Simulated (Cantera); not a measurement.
## Adiabatic ignition

An adiabatic, constant-volume homogeneous reactor starts with 12.1 % H2, 12.1 % O2, 45.5 % N2, 30.3 % H2O, at 1650 K and 1.01 bar.

Cantera simulation using the H2/O2 subset of GRI-Mech 3.0, which has no nitrogen chemistry; the numbers are that mechanism's predictions, not measurements.

```tsv
t (s)	T (K)	P (bar)	x H2	x O2	x H2O	x HO2	x OH	x H	x O
7.00e-6	1650	1.01	0.120	0.121	0.303	2.47e-5	0.000113	0.000287	6.77e-5
2.46e-5	2023	1.21	0.0264	0.0680	0.389	3.43e-5	0.0239	0.0154	0.0104
8.63e-5	2362	1.38	0.00886	0.0625	0.426	1.10e-5	0.0183	0.00217	0.00306
0.000303	2414	1.40	0.00571	0.0621	0.433	1.03e-5	0.0155	0.00109	0.00198
0.00106	2414	1.40	0.00570	0.0621	0.433	1.03e-5	0.0155	0.00109	0.00198
0.00374	2414	1.40	0.00570	0.0621	0.433	1.03e-5	0.0155	0.00109	0.00198
0.0131	2414	1.40	0.00570	0.0621	0.433	1.03e-5	0.0155	0.00109	0.00198
0.0461	2414	1.40	0.00570	0.0621	0.433	1.03e-5	0.0155	0.00109	0.00198
0.162	2414	1.40	0.00570	0.0621	0.433	1.03e-5	0.0155	0.00109	0.00198
0.568	2414	1.40	0.00570	0.0621	0.433	1.03e-5	0.0155	0.00109	0.00198
1.99	2414	1.40	0.00570	0.0621	0.433	1.03e-5	0.0155	0.00109	0.00198
7.00	2414	1.40	0.00570	0.0621	0.433	1.03e-5	0.0155	0.00109	0.00198
```
x: mole fraction; the columns are a selection and need not sum to one.

The time of steepest temperature rise is 13.9 µs, the temperature at 7.00 s comes out as 2414 K and the equilibrium temperature comes out as 2414 K. The x(H2) at 7.00 s is 0.00570 (gas-phase equilibrium 0.00570). The x(O2) at 7.00 s is 0.0621 (gas-phase equilibrium 0.0621). The x(H2O) at 7.00 s is 0.433 (gas-phase equilibrium 0.433).
